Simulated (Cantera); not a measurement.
Charge: 1 mol toluene, 0.098 mol H₂O, 0.47 mol H₂, at 2227 °C.

Method: chemical equilibrium by Gibbs-energy minimisation in Cantera with the NASA 1993 tables (ideal gas, pure condensed phases). Candidate condensed phases: C, C₆H₆, C₇H₈, C₈H₁₈, H₂O; 110 gas species. The ideal-gas law is rough above about 30 bar. The numbers say what is thermodynamically allowed, not how fast it happens.

x: gas mole fraction; n: condensed amount in mol.

```tsv
P (Pa)	x H₂	x H	x CO	x CH₄	x C₂H₂ (acetylene)	x C₃	n C(graphite)
10	0.117	0.862	0.0118	2.07e-10	0.00127	0.00497	6.72
46	0.319	0.662	0.0140	7.01e-9	0.00345	0.00108	6.82
220	0.571	0.405	0.0167	1.08e-7	0.00618	0.000226	6.82
1000	___	___	0.0187	___	___	___	6.81
4600	0.862	___	0.0199	___	0.00932	___	6.81
22000	0.918	0.0514	0.0205	2.78e-5	0.00993	2.26e-6	6.81
100000	0.944	0.0244	0.0207	0.000134	0.0102	4.97e-7	6.80
460000	0.956	0.0115	0.0209	0.000631	0.0103	1.08e-7	6.80
2200000	0.960	0.00525	0.0210	0.00304	0.0104	2.26e-8	6.79
10000000	0.951	0.00245	0.0212	0.0136	0.0103	4.97e-9	6.73
```

Task: What belongs in the gaps?

Result: 
- 1000, x H₂: 0.754
- 1000, x H: 0.218
- 1000, x CH₄: 8.54e-7
- 1000, x C₂H₂ (acetylene): 0.00816
- 1000, x C₃: 4.97e-5
- 4600, x H: 0.109
- 4600, x CH₄: 5.13e-6
- 4600, x C₃: 1.08e-5
